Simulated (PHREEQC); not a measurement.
Consider water at 80 °C with 0.024 mol H2SO4, 0.12 mol CaCl2 and 0.13 mol CuCl2 per kg of water. Closed to the air; pH follows from the charge balance.

All values are PHREEQC results (ion-association model, wateq4f.dat), not measurements.

No solid was allowed to form.

Q: What pH, activity of water does the model give?

A: pH 1.60; activity of water 0.988.

Q: In which forms is S present?

A: HSO4- 46 %, CaSO4 19 %, SO4-2 17 %, CaHSO4+ 12 %, CuSO4 5.6 % of the S.

Constants without temperature data keep their 25 °C values here.
